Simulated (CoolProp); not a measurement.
R407C along the isotherm 500 K: Z from the reference equation and from simpler models built on Tc = 359.3 K, pc = 4632 kPa, ω = 0.363; each cubic takes its own stable root.

Model: reference Helmholtz-energy equation of state, Lemmon 2003, in CoolProp. It is a pseudo-pure fit of the blend.

```json
[
 {"p (kPa)": "1650", "phase": "gas", "reference": "0.9630"},
 {"p (kPa)": "3310", "phase": "gas", "reference": "0.9264"},
 {"p (kPa)": "4960", "phase": "supercritical", "reference": "0.8914"},
 {"p (kPa)": "6620", "phase": "supercritical", "reference": "0.8585"},
 {"p (kPa)": "8270", "phase": "supercritical", "reference": "0.8291"},
 {"p (kPa)": "9930", "phase": "supercritical", "reference": "0.8039"},
 {"p (kPa)": "11600", "phase": "supercritical", "reference": "0.7842"},
 {"p (kPa)": "13200", "phase": "supercritical", "reference": "0.7712"},
 {"p (kPa)": "14900", "phase": "supercritical", "reference": "0.7638"},
 {"p (kPa)": "16500", "phase": "supercritical", "reference": "0.7625"},
 {"p (kPa)": "18200", "phase": "supercritical", "reference": "0.7663"},
 {"p (kPa)": "19900", "phase": "supercritical", "reference": "0.7747"},
 {"p (kPa)": "21500", "phase": "supercritical", "reference": "0.7861"},
 {"p (kPa)": "23200", "phase": "supercritical", "reference": "0.8012"}
]
```

Problem. How far does each simpler model (van der Waals, Redlich-Kwong, Soave-Redlich-Kwong, Peng-Robinson) lie from the reference over these 14 states: mean and median of the absolute difference, and the worst?

Solution. 
- van der Waals: mean 5.8 %, median 5.5 %, worst -11.6 % at 500 K and 11600 kPa
- Redlich-Kwong: mean 3.0 %, median 3.1 %, worst -5.1 % at 500 K and 11600 kPa
- Soave-Redlich-Kwong: mean 9.1 %, median 10.4 %, worst +14.5 % at 500 K and 21500 kPa
- Peng-Robinson: mean 4.3 %, median 5.0 %, worst +7.4 % at 500 K and 19900 kPa
